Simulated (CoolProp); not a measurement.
R1336mzz(Z) along the isotherm 226.85 °C: fugacity coefficient from the reference equation and from simpler models built on Tc = 171.3 °C, pc = 2904 kPa, ω = 0.386; each cubic takes its own stable root.

The numbers come from the reference Helmholtz-energy equation of state, McLinden 2020 in CoolProp.

```json
[
 {"p (kPa)": "23", "phase": "gas", "reference": "0.9982"},
 {"p (kPa)": "47.1", "phase": "gas", "reference": "0.9963"},
 {"p (kPa)": "96.8", "phase": "gas", "reference": "0.9924"},
 {"p (kPa)": "199", "phase": "gas", "reference": "0.9844"},
 {"p (kPa)": "408", "phase": "gas", "reference": "0.9681"},
 {"p (kPa)": "838", "phase": "gas", "reference": "0.9350"},
 {"p (kPa)": "1720", "phase": "gas", "reference": "0.8689"},
 {"p (kPa)": "3540", "phase": "supercritical", "reference": "0.7395"},
 {"p (kPa)": "7260", "phase": "supercritical", "reference": "0.5289"}
]
```

Task: How far does each simpler model (van der Waals, Redlich-Kwong, Soave-Redlich-Kwong, Peng-Robinson) lie from the reference over these 9 states: mean and median of the absolute difference, and the worst?

Result: 
- van der Waals: mean 0.5 %, median 0.1 %, worst -2.8 % at 226.85 °C and 7260 kPa
- Redlich-Kwong: mean 0.7 %, median 0.2 %, worst -3.1 % at 226.85 °C and 7260 kPa
- Soave-Redlich-Kwong: mean 1.1 %, median 0.1 %, worst +6.5 % at 226.85 °C and 7260 kPa
- Peng-Robinson: mean 0.5 %, median 0.2 %, worst -1.8 % at 226.85 °C and 3540 kPa
